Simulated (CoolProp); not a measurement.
C2F6 (R116) along the isotherm -95.05 °C: density (kg/m³) from the reference equation and from simpler models built on Tc = 19.9 °C, pc = 3048 kPa, ω = 0.257; each cubic takes its own stable root.

Values from CoolProp's reference Helmholtz-energy equation of state, Lemmon 2006. It is a short technical equation, of lower accuracy than the large ones.

```
p (kPa)   phase  reference
-------  ------  ---------
139      liquid       1678
277      liquid       1678
416      liquid       1679
554      liquid       1679
693      liquid       1680
831      liquid       1680
970      liquid       1681
1110     liquid       1681
1250     liquid       1682
1390     liquid       1682
1520     liquid       1683
```

Problem. How far does each simpler model (van der Waals, Peng-Robinson) lie from the reference over these 11 states: mean and median of the absolute difference, and the worst?

Solution. 
- van der Waals: mean 47.9 %, median 36.7 %, worst -99.2 % at -95.05 °C and 139 kPa
- Peng-Robinson: mean 8.1 %, median 8.1 %, worst +8.1 % at -95.05 °C and 1520 kPa

At some of these states van der Waals gives the other phase, because its saturation line lies elsewhere.
